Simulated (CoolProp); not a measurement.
R13 at 298.15 K and 6.8 MPa flows at 0.27 m/s in a round tube of 2 mm bore and 0.25 µm roughness, fully developed (64/Re and Nu = 3.66 if laminar; Colebrook and Gnielinski if turbulent). Each further row changes one setting.

Values from CoolProp's reference Helmholtz-energy equation of state, Platzer 1990. This equation is an older, rougher fit; its heat capacities, sound speeds and derivatives of the liquid may be far off and weren't checked against measurements.

```json
[
 {"case": "as stated", "Reynolds number": "6840", "Darcy friction factor": "0.0344", "pressure drop (Pa/m)": "648", "heat-transfer coefficient (W/(m² K))": "829", "mass flow (kg/h)": "3.16"},
 {"case": "velocity 0.54 m/s", "Reynolds number": "13700", "Darcy friction factor": "0.0287", "pressure drop (Pa/m)": "2160", "heat-transfer coefficient (W/(m² K))": "1550", "mass flow (kg/h)": "6.32"},
 {"case": "diameter 4 mm", "Reynolds number": "13700", "Darcy friction factor": "0.0286", "pressure drop (Pa/m)": "269", "heat-transfer coefficient (W/(m² K))": "773", "mass flow (kg/h)": "12.6"}
]
```

Viscosity comes from a separate model (Huber 2003), an estimate that may be off by 10 % or more. Thermal conductivity comes from a separate model (Huber 2003), an estimate that may be off by 10 % or more.
